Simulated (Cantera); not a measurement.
Input: 1 mol CCl₄, 3.7 mol H₂, at 0.190 bar.

Cantera equilibrium calculation (NASA polynomials, part measured and part estimated; ideal gas, pure solids and liquids). Candidate condensed phases: C, C₆H₆, C₇H₈, C₈H₁₈; 91 gas species. Kinetics and transport are ignored. All values below are at 2077 °C.

Base state: HCl 0.662, H₂ 0.295, Cl 0.0250, H 0.0155, C₂H₂ (acetylene) 0.00163, C₂HCl 3.23e-5, Cl₂ 2.22e-5 (mole fractions); condensed: C(graphite).

What changes in the equilibrium state with this change: CCl₄ replaced by CH₃F?


```json
[
 {"species": "H₂", "before": "0.295", "after": "0.797"},
 {"species": "HF", "before": "0", "after": "0.173"},
 {"species": "H", "before": "0.0155", "after": "0.0255"},
 {"species": "HCl", "before": "0.662", "after": "0"},
 {"species": "Cl", "before": "0.0250", "after": "0"},
 {"species": "C₂HCl", "before": "3.23e-5", "after": "0"},
 {"species": "Cl₂", "before": "2.22e-5", "after": "0"},
 {"species": "CH₄", "before": "3.22e-6", "after": "2.35e-5"},
 {"species": "C(graphite), mol", "before": "0.980", "after": "0.949"}
]
```

What changes in the equilibrium state with this change: H₂ from 3.7 to 1.9 mol?


```tsv
species	before	after
HCl	0.662	0.860
Cl	0.0250	0.107
H₂	0.295	0.0272
H	0.0155	0.00472
Cl₂	2.22e-5	0.000407
C₂H₂ (acetylene)	0.00163	0.000150
C(graphite), mol	0.980	0.998
```
